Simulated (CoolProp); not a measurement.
Values from CoolProp's reference Helmholtz-energy equation of state, Zhou 2014.

Task: For cyclohexane, give the phase and the density (kg/m³), expansivity (1/kK) at 400.9 K and 36.8 bar; 415.6 K and 36.8 bar; 430.2 K and 36.8 bar.

Result: 
- 400.9 K and 36.8 bar: liquid; density 676, expansivity 1.58
- 415.6 K and 36.8 bar: liquid; density 660, expansivity 1.69
- 430.2 K and 36.8 bar: liquid; density 643, expansivity 1.81
